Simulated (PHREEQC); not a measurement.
PHREEQC input (ion-association model, wateq4f.dat):

```
SOLUTION_SPECIES
  2 NO3- + 12 H+ + 10 e- = N2 + 6 H2O  # shut off: nitrate stays nitrate
    -log_k -100
    -delta_h 0
    -analytic -100
SOLUTION 1
  temp 25
  units mol/kgw
  pH 7 charge
  N(5) 0.0298
  Pb 0.0014
  K 0.027
SOLUTION 2
  temp 25
  units mol/kgw
  pH 7 charge
  N(5) 0.057
  C(4) 0.022
  Na 0.044
END
SELECTED_OUTPUT 1
  -reset false
  -pH true
  -pe true
  -ionic_strength true
  -water true
  -totals C K N Na Pb C(-4) C(4) N(5) N(3) N(0)
    N(-3)
  -molalities H+ CO3-2 K+ NO3- Na+ Pb+2 NH3 CO2 HCO3- NaCO3-
    NaHCO3 O2 NH4+ OH- Pb(CO3)2-2 PbOH+ Pb(OH)2 Pb(OH)3- Pb2OH+3 PbNO3+
    Pb3(OH)4+2 NO2- PbCO3 Pb(OH)4-2 PbHCO3+
  -equilibrium_phases Litharge Cerrusite Hydrocerrusite Nahcolite Natron
PRINT
  -reset false
MIX 1
  1 1
  2 0
EQUILIBRIUM_PHASES 1
  Litharge 0 0
  Cerrusite 0 0
  Hydrocerrusite 0 0
  Nahcolite 0 0
  Natron 0 0
  O2(g) -0.68 10
END
# ... the last block is repeated for the other 10 points of share of solution B
```

Selected output (columns that matter, 9 of 11 rows; share of solution B added in front):

```
share of solution B	pH	mu	C	K	N	Na	Pb	m_H+	m_K+	m_NO3-	m_Na+	m_Pb+2	m_CO2	m_OH-
0	5.4525	0.030685	0	0.027	0.0298	0	0.0014	4.0401e-06	0.027	0.029545	0	0.0011403	0	3.3641e-09
0.1	2.946	0.033294	0.0022	0.0243	0.03252	0.0044	0.00126	0.0013015	0.0243	0.032277	0.0044	0.0010162	0.0021986	1.0542e-11
0.2	2.6467	0.035907	0.0044	0.0216	0.03524	0.0088	0.00112	0.0026014	0.0216	0.035013	0.0088	0.00089256	0.0043986	5.3213e-12
0.4	2.3486	0.04115	0.0088	0.0162	0.04068	0.0176	0.00084	0.0052013	0.0162	0.040495	0.0176	0.00065443	0.0087987	2.7056e-12
0.5	2.2529	0.04378	0.011	0.0135	0.0434	0.022	0.0007	0.0065013	0.0135	0.04324	0.022	0.00053954	0.010999	2.1813e-12
0.6	2.175	0.046416	0.0132	0.0108	0.04612	0.0264	0.00056	0.0078012	0.0108	0.045987	0.0264	0.00042718	0.013199	1.8311e-12
0.8	2.0523	0.0517	0.0176	0.0054	0.05156	0.0352	0.00028	0.010401	0.0054	0.051489	0.0352	0.00020941	0.017599	1.3924e-12
0.9	2.0022	0.054349	0.0198	0.0027	0.05428	0.0396	0.00014	0.011701	0.0027	0.054244	0.0396	0.00010372	0.019799	1.2458e-12
1	1.9574	0.057001	0.022	0	0.057	0.044	0	0.013001	0	0.057	0.044	0	0.021999	1.1283e-12
```

Species that the database lacks are ignored.
